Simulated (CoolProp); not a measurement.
Properties of n-undecane along the isobar 9.6 MPa.

The numbers come from the reference Helmholtz-energy equation of state, Aleksandrov 2011 in CoolProp. It is a short technical equation, of lower accuracy than the large ones.

```
T (°C)   phase  density (kg/m³)  cv (kJ/(kg K))  speed of sound (m/s)  Joule-Thomson coefficient (K/MPa)  fugacity coefficient
------  ------  ---------------  --------------  --------------------  ---------------------------------  --------------------
251.75  liquid            576.5           2.661                 648.1                            -0.1501               0.05469
263.65  liquid            566.8           2.700                 620.6                            -0.1258               0.06610
275.55  liquid            556.9           2.739                 593.8                           -0.09957               0.07893
287.45  liquid            546.8           2.777                 567.6                           -0.07102               0.09318
299.25  liquid            536.6           2.814                 542.3                           -0.04017                0.1087
311.15  liquid            526.1           2.850                 517.4                          -0.006175                0.1258
323.05  liquid            515.4           2.886                 493.3                            0.03105                0.1441
334.95  liquid            504.4           2.921                 469.9                            0.07187                0.1638
346.85  liquid            493.3           2.955                 447.4                             0.1166                0.1846
```
